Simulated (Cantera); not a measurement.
Feed: 1 mol LiOH, 0.076 mol H2O, 0.017 mol O2, at 1075 K.

Equilibrium computed with Cantera from the NASA thermochemical tables; the gas is ideal and each condensed phase is pure. Candidate condensed phases: H2O, Li, LiH, LiOH, Li2O; 17 gas species. Condensed phases not in the tables: the peroxide. Rates play no part.

x: gas mole fraction; n: condensed amount in mol.

```csv
P (Pa),x H2O,x O2,x LiOH,x Li2(OH)2,x OH,x H2,x Li2O,n Li2O(s),n LiOH(l)
10,0.961,0.0285,0.0100,3.24e-5,…,3.99e-7,4.42e-8,0.497,0
42,0.966,0.0286,0.00491,3.26e-5,…,1.95e-7,1.05e-8,0.499,0
180,0.969,0.0286,0.00238,3.26e-5,…,9.46e-8,2.46e-9,0.499,0
750,0.970,0.0287,0.00116,3.27e-5,…,4.64e-8,5.90e-10,0.500,0
3200,0.971,0.0287,0.000564,3.27e-5,…,2.25e-8,1.38e-10,0.500,0
13000,0.971,0.0287,0.000280,3.27e-5,1.42e-6,1.11e-8,3.40e-11,0.500,0
56000,0.817,0.183,9.84e-5,1.74e-5,1.44e-6,1.79e-9,4.99e-12,0,1.000
240000,0.817,0.183,2.30e-5,4.06e-6,…,8.65e-10,<1e-12,0,1.000
1000000,0.817,0.183,5.51e-6,9.74e-7,…,4.24e-10,<1e-12,0,1.000
```

Problem. Complete the blanks.

Solution. 
- 10, x OH: 8.46e-6
- 42, x OH: 5.93e-6
- 180, x OH: 4.13e-6
- 750, x OH: 2.89e-6
- 3200, x OH: 2.01e-6
- 240000, x OH: 9.97e-7
- 1000000, x OH: 6.98e-7
